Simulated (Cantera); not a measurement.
**Hydrocarbon pyrolysis for carbon deposition**

An isothermal, constant-pressure homogeneous reactor starts with C₂H₆ : H₂ = 1 : 9.8 (molar parts), at 1775 K and 250 Pa.

Detailed kinetics in Cantera: GRI-Mech 3.0 (53 species, 325 reactions). GRI-Mech 3.0 stops at C3 and has no aromatics, soot or wall deposition, so with more carbon than oxygen in the feed, carbon stays in small species such as C2H2 where larger ones or solid carbon would form. Radical loss at walls, strong at low pressure, is not modelled.

```json
[
 {"t (s)": "2.00e-6", "x C₂H₆": "0.0924", "x H₂": "0.907", "x C₂H": "<1e-12", "x CH₂": "3.43e-11", "x C₂H₄": "2.29e-9"},
 {"t (s)": "8.13e-6", "x C₂H₆": "0.0920", "x H₂": "0.907", "x C₂H": "<1e-12", "x CH₂": "2.32e-9", "x C₂H₄": "8.89e-8"},
 {"t (s)": "3.30e-5", "x C₂H₆": "0.0901", "x H₂": "0.905", "x C₂H": "<1e-12", "x CH₂": "1.56e-7", "x C₂H₄": "9.12e-6"},
 {"t (s)": "0.000134", "x C₂H₆": "0.0803", "x H₂": "0.898", "x C₂H": "1.86e-11", "x CH₂": "7.09e-6", "x C₂H₄": "0.000896"},
 {"t (s)": "0.000546", "x C₂H₆": "0.0312", "x H₂": "0.863", "x C₂H": "5.10e-8", "x CH₂": "5.94e-5", "x C₂H₄": "0.0133"},
 {"t (s)": "0.00222", "x C₂H₆": "0.000134", "x H₂": "0.844", "x C₂H": "1.78e-6", "x CH₂": "5.59e-5", "x C₂H₄": "0.00980"},
 {"t (s)": "0.00902", "x C₂H₆": "5.62e-5", "x H₂": "0.861", "x C₂H": "1.81e-6", "x CH₂": "2.49e-5", "x C₂H₄": "0.00302"},
 {"t (s)": "0.0366", "x C₂H₆": "2.09e-5", "x H₂": "0.875", "x C₂H": "1.26e-6", "x CH₂": "9.40e-6", "x C₂H₄": "0.00117"},
 {"t (s)": "0.149", "x C₂H₆": "7.28e-6", "x H₂": "0.888", "x C₂H": "1.02e-6", "x CH₂": "4.15e-6", "x C₂H₄": "0.000444"},
 {"t (s)": "0.605", "x C₂H₆": "2.13e-6", "x H₂": "0.903", "x C₂H": "1.28e-6", "x CH₂": "2.79e-6", "x C₂H₄": "0.000133"},
 {"t (s)": "2.46", "x C₂H₆": "1.85e-7", "x H₂": "0.915", "x C₂H": "2.04e-6", "x CH₂": "1.59e-6", "x C₂H₄": "1.69e-5"},
 {"t (s)": "10.0", "x C₂H₆": "3.41e-9", "x H₂": "0.917", "x C₂H": "3.37e-6", "x CH₂": "4.86e-7", "x C₂H₄": "5.33e-6"}
]
```
x: mole fraction; the columns are a selection and need not sum to one.

Equilibrium at this temperature and pressure: C₂H₆ 1.67e-11, H₂ 0.916, C₂H 3.73e-6, CH₂ 3.52e-8, C₂H₄ 4.94e-6 (gas phase only).
